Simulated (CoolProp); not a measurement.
Vapour-liquid equilibrium of carbon dioxide (1) + CH2F2 (R32) (2) at 280.4 K; x and y are mole fractions of (1).

Computed with CoolProp (multi-fluid Helmholtz-energy mixture model, Span 1996 and Tillner-Roth 1997; pair parameters Bell 2016).

```
x      bubble pressure, mixture model (MPa)  bubble pressure, Raoult's law (MPa)  y, mixture model  y, Raoult's law
-----  ------------------------------------  -----------------------------------  ----------------  ---------------
0.05                                  1.163                                1.178             0.144            0.178
0.125                                 1.382                                1.417             0.311            0.371
0.2                                   1.606                                1.656             0.437            0.508
0.275                                 1.831                                1.895             0.535            0.610
0.35                                  2.059                                2.134             0.614            0.689
0.425                                 2.288                                2.372             0.679            0.753
0.5                                   2.519                                2.611             0.735            0.805
0.575                                 2.753                                2.850             0.783            0.848
0.65                                  2.990                                3.089             0.827            0.885
0.725                                 3.232                                3.327             0.866            0.916
0.8                                   3.482                                3.566             0.904            0.943
0.875                                 3.741                                3.805             0.940            0.967
0.95                                  4.013                                4.044             0.976            0.987
```

The largest gap from Raoult's law is -3.5 % in bubble pressure, at x = 0.425. No azeotrope shows between x = 0.05 and 0.95.

Pair parameters are fitted to limited data, so mixtures are less certain than the pure fluids.
